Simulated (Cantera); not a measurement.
Input (Python, Cantera):

```python
import numpy as np
import cantera as ct

gas = ct.Solution("gri30.yaml")
gas.TPX = 425, 1800000, {'H2': 1, 'O2': 0.877, 'N2': 3.3}
inlet = ct.Reservoir(gas, clone=True)
gas.equilibrate("HP")  # start burning
reactor = ct.IdealGasConstPressureReactor(gas, energy="on", clone=False)
exhaust = ct.Reservoir(gas, clone=True)
tau = [0.41, 0.19, 0.084, 0.038, 0.017, 0.0078, 0.0035, 0.0016, 0.00072, 0.00032, 0.00015, 6.6e-05][0]
for a, b in ((inlet, reactor), (reactor, exhaust)):
    ct.MassFlowController(a, b, mdot=lambda t: reactor.mass / tau)
net = ct.ReactorNet([reactor])
show = ['H2', 'O2', 'NO', 'O', 'HO2']

rows = []
print(f"{'tau/s':>10s}{'T/K':>9s}" + "".join(f"{s:>11s}" for s in show))
for tau in [0.41, 0.19, 0.084, 0.038, 0.017, 0.0078, 0.0035, 0.0016, 0.00072, 0.00032, 0.00015, 6.6e-05]:
    net.initial_time = 0.0
    net.advance(30 * tau)
    before = gas.X
    net.advance(40 * tau)
    drift = np.max(np.abs(gas.X - before) / (gas.X + 1e-9))
    rows.append([gas.T, *gas[show].X, drift])
    print(f"{tau:10.3e}{gas.T:9.1f}" + "".join(f"{x:11.3e}" for x in gas[show].X))
```

Output:

```
     tau/s      T/K         H2         O2         NO          O        HO2
 4.100e-01   1890.1  2.307e-05  8.025e-02  3.547e-04  1.866e-05  2.629e-06
 1.900e-01   1890.5  2.500e-05  8.034e-02  1.729e-04  1.901e-05  2.677e-06
 8.400e-02   1890.6  2.933e-05  8.039e-02  8.106e-05  1.969e-05  2.776e-06
 3.800e-02   1890.6  3.828e-05  8.040e-02  4.041e-05  2.105e-05  2.979e-06
 1.700e-02   1890.3  5.690e-05  8.041e-02  2.169e-05  2.389e-05  3.416e-06
 7.800e-03   1889.8  9.178e-05  8.041e-02  1.345e-05  2.930e-05  4.284e-06
 3.500e-03   1888.8  1.577e-04  8.040e-02  9.597e-06  3.960e-05  6.042e-06
 1.600e-03   1887.2  2.720e-04  8.040e-02  7.930e-06  5.730e-05  9.284e-06
 7.200e-04   1884.7  4.755e-04  8.041e-02  7.143e-06  8.796e-05  1.532e-05
 3.200e-04   1880.6  8.386e-04  8.047e-02  6.595e-06  1.404e-04  2.632e-05
 1.500e-04   1874.5  1.425e-03  8.060e-02  6.025e-06  2.210e-04  4.414e-05
 6.600e-05   1863.9  2.533e-03  8.092e-02  5.405e-06  3.635e-04  7.717e-05
```

Detailed kinetics in Cantera: GRI-Mech 3.0 (53 species, 325 reactions). The hydrogen kinetics of GRI-Mech 3.0 are dated; newer H2 mechanisms differ, most at raised pressure. The pressure lies above the range GRI-Mech 3.0 was tuned for (to about 10 atm).
